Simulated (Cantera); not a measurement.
Input: 1 mol CO2, 3.3 mol H2O, 0.95 mol O2, equilibrated at 875 °C and 0.0770 bar.

Cantera equilibrium calculation (NASA polynomials, part measured and part estimated; ideal gas, pure solids and liquids). Candidate condensed phases: C, C6H6, C7H8, C8H18, H2O; 110 gas species. The numbers say what is thermodynamically allowed, not how fast it happens.

### Question
What is the equilibrium state?

### Answer
* **x(H2O)**: 0.629
* **x(CO2)**: 0.190
* **x(O2)**: 0.181
* **x(OH)**: 6.57e-6
* **gas amount**: 5.250 mol
* **log10 activity of C(graphite) (absent)**: -17.99
